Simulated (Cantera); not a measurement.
A freely propagating, adiabatic, planar premixed flame of H2 : O2 : N2 = 1 : 0.192 : 0.723 (molar parts), equivalence ratio 2.6, unburnt at 350 K and 170000 Pa; multicomponent+Soret transport, grid criteria slope 0.08 and curve 0.16, no radiation.

Detailed kinetics in Cantera: the H2/O2 subset of GRI-Mech 3.0, which has no nitrogen chemistry. Burning velocities carry a grid error of a few per cent, more on coarse grids.

x: mole fraction of selected species; z is measured from the peak of heat release.

```tsv
z (mm)	T (K)	u (m/s)	x H2	x O2	x HO2	x H2O2	x H2O	x O
-0.556	350	3.14	0.522	0.100	<1e-8	<1e-8	<1e-8	<1e-8
-0.371	350	3.14	0.522	0.100	<1e-8	<1e-8	1.34e-8	<1e-8
-0.278	350	3.14	0.522	0.100	1.24e-8	<1e-8	1.35e-7	<1e-8
-0.185	351	3.14	0.520	0.101	6.57e-7	7.36e-8	5.72e-6	2.12e-8
-0.0927	[?]	3.45	0.488	0.107	0.000257	2.81e-5	0.00183	3.88e-6
-0.0464	[?]	5.72	0.456	0.0984	0.000381	7.52e-5	0.0265	0.000124
0	[?]	8.71	0.414	0.0722	0.000145	1.48e-5	0.0810	0.000727
0.0464	[?]	10.9	0.362	0.0369	6.22e-5	1.39e-6	0.148	0.00130
0.0927	1467	12.1	0.331	0.0134	2.15e-5	5.27e-7	0.192	0.000851
0.185	1583	13.0	0.320	0.00141	2.13e-6	2.24e-7	0.216	0.000232
0.371	1675	13.7	0.326	6.71e-5	1.08e-7	1.33e-7	0.219	0.000112
0.742	1756	14.3	0.334	1.86e-5	3.75e-8	7.24e-8	0.221	6.20e-5
1.48	1819	14.7	0.341	8.48e-6	1.89e-8	3.40e-8	0.222	2.87e-5
```

Fill in the missing entries.


- -0.0927, T (K): 408
- -0.0464, T (K): 696
- 0, T (K): 1064
- 0.0464, T (K): 1326
